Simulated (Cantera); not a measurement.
A perfectly stirred reactor is fed with 94.7 % CH₄, 5.32 % CO₂, at 9.38 atm; it is held at 2223 K, and followed from long to short residence time.

Computed with Cantera and GRI-Mech 3.0 (53 species, 325 reactions). GRI-Mech 3.0 stops at C3 and has no aromatics, soot or wall deposition, so with more carbon than oxygen in the feed, carbon stays in small species such as C2H2 where larger ones or solid carbon would form.

**Question.** Predict: x(CH₄) at τ = 1.00 s; x(CO₂) at τ = 1.00 s; x(H₂) at τ = 1.00 s; x(H) at τ = 1.00 s; x(CH₄) at τ = 18.0 ms; x(CO₂) at τ = 18.0 ms; x(H₂) at τ = 18.0 ms; x(H) at τ = 18.0 ms.

**Answer.** 
* **x(CH₄) at τ = 1.00 s**: 0.0124
* **x(CO₂) at τ = 1.00 s**: 8.59e-7
* **x(H₂) at τ = 1.00 s**: 0.711
* **x(H) at τ = 1.00 s**: 0.00177
* **x(CH₄) at τ = 18.0 ms**: 0.0156
* **x(CO₂) at τ = 18.0 ms**: 4.61e-5
* **x(H₂) at τ = 18.0 ms**: 0.708
* **x(H) at τ = 18.0 ms**: 0.00176
